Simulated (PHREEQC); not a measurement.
A solution holds 2.1 mol/kgw LiCl and 0.44 mol/kgw Na2SO4, at 25 °C. Closed to the air; pH follows from the charge balance.

Equilibrium calculation in PHREEQC: Pitzer model, pitzer.dat.

```csv
quantity,before,after
pH,7.02,13.02
SI of Mirabilite (Na2SO4:10H2O),-1.41,-1.46
SI of Halite (NaCl),-1.56,-1.50
```

Q: Which change was made?
(A) 0.44 mol/kgw LiOH added
(B) LiCl from 2.1 to 0.21 mol/kgw
(C) LiCl from 2.1 to 4.2 mol/kgw

A: A, 0.44 mol/kgw LiOH added

Precipitation was switched off in this run.
